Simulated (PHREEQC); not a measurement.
A solution holds 0.072 mol/kgw H3PO4, 0.084 mol/kgw Na2HPO4 and 0.0021 mol/kgw KCl, at 15 °C. Closed to the air; pH follows from the charge balance.

Model: ion-association model, wateq4f.dat, run in PHREEQC.

This is a speciation only: nothing precipitates in the calculation.

Task: Estimate the pH, activity of water, ionic strength.

Result: pH 5.73; activity of water 0.994; ionic strength 0.180 mol/kgw.

Task: In which forms is P present?

Result: H2PO4- 92 %, HPO4-2 7.0 %, NaHPO4- 0.7 % of the P.

H3PO4, which wateq4f.dat lacks, is added to it with the constant of phreeqc.dat.
